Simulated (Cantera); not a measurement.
A closed system holds: 1 mol Ti(OiPr)₄, 18 mol O₂, 67 mol H₂, held at 1250 °C and 750 Torr.

Method: chemical equilibrium by Gibbs-energy minimisation in Cantera with the NASA 1993 tables (ideal gas, pure condensed phases). Candidate condensed phases: C, C₆H₆, C₇H₈, C₈H₁₈, H₂O, Ti, TiC, TiO, TiO₂, Ti₂O₃, Ti₃O₅, Ti₄O₇; 113 gas species. The feed counts by its element totals alone. Gases not in the tables: TiO(OH)₂. Rates play no part.

Base state: H₂ 0.609, H₂O 0.262, CO 0.111, CO₂ 0.0178, H 1.80e-5 (mole fractions); condensed: TiO₂(rutile).

Q: What changes in the equilibrium state with this change: O₂ from 18 to 0.8 mol?

A: 
| species | before | after |
|---|---|---|
| H₂ | 0.609 | 0.933 |
| CO | 0.111 | 0.0647 |
| CH₄ | 3.23e-7 | 0.00201 |
| H₂O | 0.262 | 8.81e-5 |
| CO₂ | 0.0178 | 2.28e-6 |
| C₂H₂ (acetylene) | <1e-9 | 1.10e-5 |
| H | 1.80e-5 | 2.23e-5 |
| TiO₂(rutile), mol | 1.00 | 0 |
| C(graphite), mol | 0 | 5.23 |
| TiC(s), mol | 0 | 1.00 |
TiC: taken at fixed stoichiometry.

Q: What changes in the equilibrium state with this change: temperature from 1250 °C to 1052 °C?

A: 
```tsv
species	before	after
H₂	0.609	0.615
H₂O	0.262	0.256
CO	0.111	0.105
CO₂	0.0178	0.0236
H	1.80e-5	1.28e-6
TiO₂(rutile), mol	1.00	1.00
```
